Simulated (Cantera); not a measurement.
What does this Cantera script print?

```python
import numpy as np
import cantera as ct

surf = ct.Interface("ptcombust.yaml", "Pt_surf")
gas = surf.adjacent["gas"]
gas.TPX = 875, 100000, {'CH4': 0.0025, 'O2': 0.12, 'N2': 0.79, 'H2O': 0.0065}
surf.TP = 875, 100000
reactor = ct.FlowReactor(gas, clone=False)
reactor.area = 0.0001  # m2
reactor.surface_area_to_volume_ratio = 9800  # 1/m
reactor.mass_flow_rate = 0.27 * reactor.area * gas.density  # inlet velocity 0.27 m/s
reactor.energy_enabled = False
wall = ct.ReactorSurface(surf, reactor, clone=False)
net = ct.ReactorNet([reactor])
net.rtol, net.atol = 1e-8, 1e-16
show, cover = ['CH4', 'O2', 'H2O', 'CO2', 'CO'], ['PT(S)', 'H(S)', 'O(S)', 'OH(S)', 'CO(S)', 'C(S)']

rows = []
print(f"{'z/m':>9s}{'u/(m/s)':>9s}" + "".join(f"{s:>13s}" for s in show + cover))
for z in [0.0005, 0.00097, 0.0019, 0.0036, 0.007, 0.013, 0.026, 0.05]:
    net.advance(z)
    rows.append([reactor.speed, *gas[show].X, *surf[cover].coverages])
    print(f"{z:9.4g}{rows[-1][0]:9.3g}" + "".join(f"{x:13.4e}" for x in rows[-1][1:]))
```

Output:

```
      z/m  u/(m/s)          CH4           O2          H2O          CO2           CO        PT(S)         H(S)         O(S)        OH(S)        CO(S)         C(S)
   0.0005     0.27   2.3981e-03   1.2993e-01   7.7170e-03   3.2145e-04   5.5040e-07   7.4858e-02   2.5910e-08   9.2343e-01   1.7088e-03   1.6979e-06   5.1364e-09
  0.00097     0.27   2.1294e-03   1.2940e-01   8.2541e-03   5.9001e-04   4.8897e-07   7.4938e-02   2.6837e-08   9.2329e-01   1.7680e-03   1.5116e-06   4.5728e-09
   0.0019     0.27   1.6818e-03   1.2850e-01   9.1487e-03   1.0373e-03   3.8652e-07   7.5073e-02   2.8327e-08   9.2306e-01   1.8626e-03   1.1991e-06   3.6275e-09
   0.0036     0.27   1.0902e-03   1.2732e-01   1.0331e-02   1.6285e-03   2.5085e-07   7.5254e-02   3.0209e-08   9.2276e-01   1.9812e-03   7.8193e-07   2.3654e-09
    0.007     0.27   4.5570e-04   1.2605e-01   1.1599e-02   2.2625e-03   1.0500e-07   7.5454e-02   3.2134e-08   9.2244e-01   2.1016e-03   3.2895e-07   9.9509e-10
    0.013     0.27   9.7034e-05   1.2533e-01   1.2316e-02   2.6210e-03   2.2412e-08   7.5568e-02   3.3187e-08   9.2226e-01   2.1669e-03   7.0310e-08   2.1267e-10
    0.026     0.27   3.3789e-06   1.2515e-01   1.2504e-02   2.7146e-03   8.2384e-10   7.5598e-02   3.3458e-08   9.2222e-01   2.1837e-03   2.4590e-09   7.4128e-12
     0.05     0.27   6.8658e-09   1.2514e-01   1.2510e-02   2.7180e-03   4.1767e-11   7.5599e-02   3.3468e-08   9.2221e-01   2.1843e-03   1.2688e-11   1.5063e-14
```

Computed with Cantera and Deutschmann's 1995 Pt surface mechanism with GRI-Mech 3.0 gas chemistry. Catalytic surfaces can have several steady states; this one follows from the mechanism file's or the stated starting coverage. Mass transfer to the wall is taken as infinitely fast.
